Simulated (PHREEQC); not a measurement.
## Copper plating or etch bath: an equilibrium model

Dissolve 0.019 mol Cu(BF4)2 and 0.0048 mol H3BO3 per kg of water at 75 °C. Closed to the air; pH follows from the charge balance.

Computed with PHREEQC (ion-association model, phreeqc.dat).

This is a speciation only: nothing precipitates in the calculation.

Problem. Predict the pH.

Solution. pH 2.86.

Problem. In which forms is F present?

Solution. BF4- 82 %, HF 6.7 %, BF3OH- 6.2 %, BF2(OH)2- 3.2 %, F- 1.6 % of the F.

Species that the database lacks are ignored. At this temperature some constants are extrapolated from 25 °C, and those without enthalpy data are left unchanged. Real BF4- forms and hydrolyses slowly; the run takes it at equilibrium.
